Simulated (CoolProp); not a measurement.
A simple Rankine cycle with n-pentane: condensing at 297.15 K, boiler at 2.67 MPa, turbine inlet 459.5 K, turbine efficiency 0.6, pump efficiency 0.7, no recuperator. Each further row changes one setting.

The numbers come from the reference Helmholtz-energy equation of state, Thol 2019 in CoolProp.

```json
[
 {"case": "as stated", "thermal efficiency (%)": "13.6", "net work (kJ/kg)": "82.5", "heat in (kJ/kg)": "607", "turbine exit temperature (K)": "381.5", "volume ratio over the turbine": "58.4"},
 {"case": "turbine inlet 479.5 K", "thermal efficiency (%)": "13.6", "net work (kJ/kg)": "91.4", "heat in (kJ/kg)": "675", "turbine exit temperature (K)": "409.3", "volume ratio over the turbine": "50.7"},
 {"case": "condensing temperature 289.15 K", "thermal efficiency (%)": "14.4", "net work (kJ/kg)": "89.8", "heat in (kJ/kg)": "625", "turbine exit temperature (K)": "377.6", "volume ratio over the turbine": "79.0"},
 {"case": "boiler pressure 1.87 MPa", "thermal efficiency (%)": "12.8", "net work (kJ/kg)": "83.1", "heat in (kJ/kg)": "647", "turbine exit temperature (K)": "400.3", "volume ratio over the turbine": "32.6"},
 {"case": "turbine efficiency 0.5", "thermal efficiency (%)": "11.2", "net work (kJ/kg)": "67.7", "heat in (kJ/kg)": "607", "turbine exit temperature (K)": "388.7", "volume ratio over the turbine": "59.6"}
]
```
